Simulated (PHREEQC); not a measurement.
Dissolve 0.001 mol H3BO3, 4.7e-05 mol Cu(NO3)2 and 0.00037 mol KBr per kg of water at 88 °C. Closed to the air; pH follows from the charge balance.

Computed with PHREEQC (ion-association model, phreeqc.dat).

No solid was allowed to form.

### Question
What pH, specific conductance does the model give?

### Answer
pH 5.49; specific conductance 184 µS/cm.

### Question
In which forms is Cu present?

### Answer
Cu+2 94 %, Cu2(OH)2+2 5.3 % of the Cu.

Species that the database lacks are ignored. Away from 25 °C the constants follow the database's enthalpies or fits; those with neither stay at their 25 °C values.
